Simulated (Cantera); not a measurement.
Input (Python, Cantera) and output of one run.

```python
import numpy as np
import cantera as ct

gas_names = """
    F F2 H HF H2 H2F2 H3F3 H4F4 H5F5 H6F6 H7F7 Si SiF SiF2 SiF3 SiF4 SiH SiHF3 SiH2 SiH2F2 SiH3 SiH3F
    SiH4 Si2 Si3
""".split()
cond_names = """
    Si(cr) Si(L)
""".split()


# ... load() reads the species with a 1 bar reference pressure and builds the phases ...
atoms = {
    'Si': {'Si': 1},
    'HF': {'H': 1, 'F': 1},
    'H2': {'H': 2},
}
top_T = {}  # K; cautious upper limits of use, not melting points


# ... equilibrate(T, P, feed) seeds the gas with the atoms and calls Mixture.equilibrate('TP', solver="vcs", rtol=1e-11, max_steps=5000) ...
results = []
T = 1098.15  # K
P = 1000  # Pa
for m in [5.4, 10, 15, 19, 24, 28, 33, 38, 42, 47, 51, 56, 61]:
    feed = {'Si': 1, 'HF': 6.7, 'H2': m}  # mol
    mix = equilibrate(T, P, feed)
    results.append((T, P, feed, dict(zip(mix.species_names, mix.species_moles))))

top = {s: max(r[3][s] / sum(r[3][g] for g in gas_names) for r in results) for s in gas_names}
cols = sorted((s for s in top if top[s] > 0.0001), key=lambda s: -top[s])[:5]
seen = [c for c in cond_names if any(r[3].get(c, 0) > 1e-12 for r in results)]
print("log10 of partial pressures in bar; condensed amounts in mol")
print(f"{'n(H2)':>10s}" + "".join(f"{s[:9]:>10s}" for s in cols + seen))
for T, P, feed, n in results:
    ng = sum(n[g] for g in gas_names)
    print(f"{feed['H2']:10.4g}" + "".join(f"{np.log10(max(n[s] / ng * P / 1e5, 1e-99)):10.3f}" for s in cols)
          + "".join(f"{n.get(c, 0):10.4g}" for c in seen))
```

Result:

```
log10 of partial pressures in bar; condensed amounts in mol
     n(H2)        H2        HF      SiF4
       5.4    -2.176    -2.614    -3.045
        10    -2.117    -2.765    -3.196
        15    -2.086    -2.885    -3.316
        19    -2.070    -2.961    -3.393
        24    -2.058    -3.041    -3.473
        28    -2.051    -3.096    -3.528
        33    -2.044    -3.156    -3.588
        38    -2.038    -3.209    -3.641
        42    -2.035    -3.247    -3.679
        47    -2.032    -3.290    -3.722
        51    -2.029    -3.322    -3.754
        56    -2.027    -3.359    -3.790
        61    -2.025    -3.393    -3.824
```

Cantera equilibrium calculation (NASA polynomials, part measured and part estimated; ideal gas, pure solids and liquids).
